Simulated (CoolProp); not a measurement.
Tetrahydrofuran at 298.15 K and 0.714 MPa is throttled through a valve to 0.142 MPa with no heat exchange. Each further row changes one setting.

Model: reference Helmholtz-energy equation of state, Fiedler 2023, in CoolProp.

```json
[
 {"case": "as stated", "temperature change (K)": "+0.2"},
 {"case": "outlet pressure 0.0426 MPa", "temperature change (K)": "+0.3"},
 {"case": "outlet pressure 0.185 MPa", "temperature change (K)": "+0.2"}
]
```
